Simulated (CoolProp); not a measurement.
Vapour-liquid equilibrium of C2F6 (R116) (1) + R22 (2) at 0.18 MPa; x and y are mole fractions of (1).

Values from CoolProp's multi-fluid Helmholtz-energy mixture model, Lemmon 2006 and Kamei 1995; pair parameters Bell 2016.

| x | bubble temperature, mixture model (°C) | bubble temperature, Raoult's law (°C) | y, mixture model | y, Raoult's law |
|---|---|---|---|---|
| 0.05 | -44.7 | -31.8 | 0.539 | 0.199 |
| 0.125 | -56.3 | -37.1 | 0.757 | 0.416 |
| 0.2 | -60.8 | -41.6 | 0.817 | 0.566 |
| 0.275 | -62.6 | -45.5 | 0.839 | 0.674 |
| 0.35 | -63.3 | -48.9 | 0.848 | 0.753 |
| 0.425 | -63.7 | -51.8 | 0.853 | 0.813 |
| 0.5 | -63.9 | -54.5 | 0.856 | 0.858 |
| 0.575 | -64.2 | -56.8 | 0.861 | 0.894 |
| 0.65 | -64.5 | -58.9 | 0.868 | 0.923 |
| 0.725 | -65.0 | -60.9 | 0.880 | 0.946 |
| 0.8 | -65.5 | -62.6 | 0.897 | 0.964 |
| 0.875 | -66.0 | -64.3 | 0.924 | 0.980 |
| 0.95 | -66.4 | -65.7 | 0.963 | 0.993 |

The largest gap from Raoult's law is -19.2 K in bubble temperature, at x = 0.2. No azeotrope shows between x = 0.05 and 0.95.

Pair parameters are fitted to limited data, so mixtures are less certain than the pure fluids. With so large a gap from Raoult's law the liquid may split in two, which this calculation doesn't test in full.
